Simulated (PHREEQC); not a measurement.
# City or well water

A made-up water analysis in mmol/kgw, 25 °C, pH 7.8, pe 11.8: Na 1.29; K 5.56e-05; Ca 1.21; Mg 0.0558; Cl 2.06; S(6) 0.12; Alkalinity (meq/kgw) 1.5; F 0.0028; Cd 0.00774; Sr 0.00971.

Valence states are taken as typed.

Computed with PHREEQC (ion-association model, wateq4f.dat).

Precipitation was switched off in this run.

Q: Estimate the charge-balance error.

A: charge-balance error 0.7 %.

Q: In which forms is C present?

A: HCO3- 95 %, CO2 3.1 %, CaHCO3+ 1.1 % of the C.

Examples of supersaturated solids here: Otavite. Others may be too.
